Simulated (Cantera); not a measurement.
Gas mixture: C3H8 = 0.55 (molar parts), at 4.10 bar, frozen composition.

Cantera's kinetic-theory transport with the Lennard-Jones parameters of GRI-Mech 3.0, ideal gas; thermal conductivity in the mixture-averaged form.

D: mixture-averaged diffusion coefficient of that species in the mixture.

| T (K) | ρ (kg/m³) | cp (J/kg/K) | μ (µPa s) | λ (mW/m/K) | Pr | D (cm²/s) O | D (cm²/s) H2O | D (cm²/s) OH |
|---|---|---|---|---|---|---|---|---|
| 400 | 5.44 | 2134 | 10.9 | 30.7 | 0.756 | 0.0737 | 0.0502 | … |
| 500 | 4.35 | 2549 | 13.3 | 44.9 | 0.754 | 0.109 | 0.0778 | … |
| 600 | 3.62 | 2917 | 15.5 | 59.8 | 0.755 | 0.150 | 0.110 | … |
| 700 | 3.11 | 3237 | 17.5 | 75.0 | 0.757 | 0.195 | 0.148 | … |
| 800 | 2.72 | 3512 | 19.4 | 90.1 | 0.757 | 0.245 | 0.189 | … |
| 900 | 2.42 | 3749 | 21.2 | 105 | 0.758 | 0.299 | 0.235 | … |

### Question
Fill in the missing entries.

### Answer

- 400, D (cm²/s) OH: 0.0720
- 500, D (cm²/s) OH: 0.107
- 600, D (cm²/s) OH: 0.147
- 700, D (cm²/s) OH: 0.191
- 800, D (cm²/s) OH: 0.240
- 900, D (cm²/s) OH: 0.293
